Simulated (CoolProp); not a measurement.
Vapour pressure (MPa) of R1132(E): the reference equation beside estimates from Tc = 348.8 K, pc = 5.174 MPa, ω = 0.245. Clausius-Clapeyron is anchored at 259.6 K with a constant enthalpy of vaporisation of 17.14 kJ/mol.

Computed with CoolProp (reference Helmholtz-energy equation of state, Akasaka 2024).

```
T (K)  reference  Clausius-Clapeyron  van der Waals  Redlich-Kwong  Soave-Redlich-Kwong
-----  ---------  ------------------  -------------  -------------  -------------------
247.8     0.3393              0.3582          1.118         0.5117               0.3394
250.8     0.3804              0.3957          1.187         0.5648               0.3807
253.7     0.4236              0.4347          1.257         0.6198               0.4242
256.6     0.4704              0.4765          1.330         0.6785               0.4714
259.6     0.5229              0.5229          1.407         0.7432               0.5243
262.5     0.5777              0.5708          1.485         0.8099               0.5796
265.4     0.6366              0.6220          1.566         0.8806               0.6393
268.4     0.7022              0.6784          1.652         0.9582               0.7056
271.3     0.7703              0.7365          1.739          1.038               0.7746
274.2     0.8433              0.7981          1.828          1.122               0.8485
277.2     0.9240              0.8658          1.923          1.213               0.9304
280.1      1.007              0.9351          2.018          1.307                1.015
```

Absolute difference from the reference over all 12 rows, mean and median: Clausius-Clapeyron 3.6 and 3.7 %, van der Waals 156.6 and 151.5 %, Redlich-Kwong 39.7 and 39.3 %, Soave-Redlich-Kwong 0.4 and 0.4 %.
